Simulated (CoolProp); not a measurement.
Saturation properties of carbon dioxide.

Values from CoolProp's reference Helmholtz-energy equation of state, Span 1996.

```tsv
T (°C)	p (kPa)	liquid density (kg/m³)	liquid cp (kJ/(kg K))	vapour Z	surface tension (mN/m)
-49.75	689.3	1154	1.972	0.9023	14.9
-46.95	770.9	1143	1.982	0.8944	?
-44.15	859.5	1133	1.993	0.8861	13.6
-41.35	955.5	1122	2.005	0.8774	13.0
-38.45	1063	1110	?	0.8680	12.3
-35.65	1175	1099	2.035	?	11.7
-32.85	?	1088	2.053	?	11.1
-30.05	1425	?	2.073	0.8380	10.5
-27.15	1569	1064	2.096	0.8267	9.87
-24.35	1718	1051	?	0.8153	?
-21.55	1877	1039	2.148	0.8034	8.69
```

Fill in the missing entries.


- -46.95, surface tension (mN/m): 14.3
- -38.45, liquid cp (kJ/(kg K)): 2.020
- -35.65, vapour Z: 0.8584
- -32.85, p (kPa): 1296
- -32.85, vapour Z: 0.8484
- -30.05, liquid density (kg/m³): 1076
- -24.35, liquid cp (kJ/(kg K)): 2.120
- -24.35, surface tension (mN/m): 9.28

Surface tension comes from a separate correlation (Mulero 2012).
